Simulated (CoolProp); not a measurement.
Properties of c-C4F8 (RC318) along the isotherm 398.3 K.

Computed with CoolProp (reference Helmholtz-energy equation of state, Platzer 1990). This equation is an older, rougher fit.

| p (MPa) | phase | speed of sound (m/s) | expansivity (1/kK) | viscosity (µPa s) |
|---|---|---|---|---|
| 0.139 | gas | 129.9 | 2.649 | 15.4 |
| 0.278 | gas | ? | 2.800 | 15.4 |
| 0.417 | gas | 126.1 | ? | 15.5 |
| 0.556 | gas | 124.1 | ? | 15.6 |
| 0.694 | gas | 122.1 | ? | ? |
| 0.833 | gas | 120.0 | 3.577 | 15.8 |
| 0.972 | gas | 117.9 | 3.832 | 15.9 |
| 1.11 | gas | ? | 4.117 | 16.1 |
| 1.25 | gas | 113.2 | 4.448 | 16.3 |
| 1.39 | gas | 110.8 | 4.827 | 16.5 |

**Question.** Fill in the missing entries.

**Answer.** 
- 0.278, speed of sound (m/s): 128.0
- 0.417, expansivity (1/kK): 2.965
- 0.556, expansivity (1/kK): 3.149
- 0.694, expansivity (1/kK): 3.351
- 0.694, viscosity (µPa s): 15.7
- 1.11, speed of sound (m/s): 115.6

Viscosity comes from a separate model (Huber 2003), an estimate that may be off by 10 % or more.
